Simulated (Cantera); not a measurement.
An adiabatic, constant-volume homogeneous reactor starts with CO : H₂ : O₂ : N₂ = 1 : 0.058 : 1.36 : 5.15 (molar parts), at 1350 K and 900 Torr.

Cantera simulation using GRI-Mech 3.0 (53 species, 325 reactions); the numbers are that mechanism's predictions, not measurements.

### Question
Predict: time of steepest temperature rise; temperature at 0.800 s; equilibrium temperature; x(CO) at 0.800 s; x(H₂) at 0.800 s; x(O₂) at 0.800 s; x(CO₂) at 0.800 s; x(H₂O) at 0.800 s.

### Answer
- time of steepest temperature rise: 0.141 ms
- temperature at 0.800 s: 2496 K
- equilibrium temperature: 2496 K
- x(CO) at 0.800 s: 0.00986 (gas-phase equilibrium 0.00986)
- x(H₂) at 0.800 s: 8.15e-5 (gas-phase equilibrium 8.15e-5)
- x(O₂) at 0.800 s: 0.112 (gas-phase equilibrium 0.112)
- x(CO₂) at 0.800 s: 0.131 (gas-phase equilibrium 0.131)
- x(H₂O) at 0.800 s: 0.00670 (gas-phase equilibrium 0.00670)
